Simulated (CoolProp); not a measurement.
Vapour-liquid equilibrium of CH2F2 (R32) (1) + R134a (2) at 294.2 K; x and y are mole fractions of (1).

Model: multi-fluid Helmholtz-energy mixture model, Tillner-Roth 1997 and Tillner-Roth 1994; pair parameters Lemmon 2004, in CoolProp.

### Question
Give the bubble pressure and the first vapour's composition at x = 0.55, 0.85, 0.95. Is there an azeotrope?

### Answer
x = 0.55: 1.081 MPa, y = 0.717; x = 0.85: 1.366 MPa, y = 0.919; x = 0.95: 1.467 MPa, y = 0.974. No azeotrope shows between x = 0.05 and 0.95.

Pair parameters are fitted to limited data, so mixtures are less certain than the pure fluids.
